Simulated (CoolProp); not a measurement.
Vapour-liquid equilibrium of CHF3 (R23) (1) + R125 (2) at 0.139 MPa; x and y are mole fractions of (1).

The numbers come from the multi-fluid Helmholtz-energy mixture model, Penoncello 2003 and Lemmon 2005; pair parameters Bell 2016 in CoolProp.

```csv
x,bubble temperature (K),y at the bubble point,dew temperature at overall composition x (K),liquid density (mol/L)
0.05,228.2,0.187,230.8,12.74
0.125,223.4,0.400,229.4,13.23
0.2,219.3,0.553,227.9,13.73
0.275,215.6,0.663,226.3,14.24
0.35,212.5,0.745,224.6,14.77
0.425,209.8,0.805,222.8,15.30
0.5,207.4,0.852,220.8,15.86
0.575,205.3,0.888,218.6,16.44
0.65,203.5,0.916,216.1,17.04
0.725,201.8,0.940,213.3,17.68
0.8,200.3,0.960,210.0,18.35
0.875,198.9,0.976,206.1,19.05
0.95,197.6,0.991,201.0,19.81
```

No azeotrope shows between x = 0.05 and 0.95.

The pair parameters rest on a limited set of measurements; away from them the model extrapolates.
